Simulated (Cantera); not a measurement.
A perfectly stirred reactor is fed with 83.6 % NO, 10.0 % N₂, 6.35 % H₂O, at 0.0620 bar; it is held at 1675 K, and followed from long to short residence time.

Computed with Cantera and GRI-Mech 3.0 (53 species, 325 reactions).

Predict: x(NO) at τ = 30.0 s; x(N₂O) at τ = 30.0 s; x(O) at τ = 30.0 s; x(O₂) at τ = 30.0 s; x(NO₂) at τ = 30.0 s; x(NO) at τ = 0.130 s; x(N₂O) at τ = 0.130 s; x(O) at τ = 0.130 s; x(O₂) at τ = 0.130 s; x(NO₂) at τ = 0.130 s.


```json
{
  "x(NO) at τ = 30.0 s": "0.691",
  "x(N₂O) at τ = 30.0 s": "0.000112",
  "x(O) at τ = 30.0 s": "3.94e-5",
  "x(O₂) at τ = 30.0 s": "0.0723",
  "x(NO₂) at τ = 30.0 s": "0.000328",
  "x(NO) at τ = 0.130 s": "0.835",
  "x(N₂O) at τ = 0.130 s": "0.000111",
  "x(O) at τ = 0.130 s": "5.63e-6",
  "x(O₂) at τ = 0.130 s": "0.000376",
  "x(NO₂) at τ = 0.130 s": "4.31e-5"
}
```
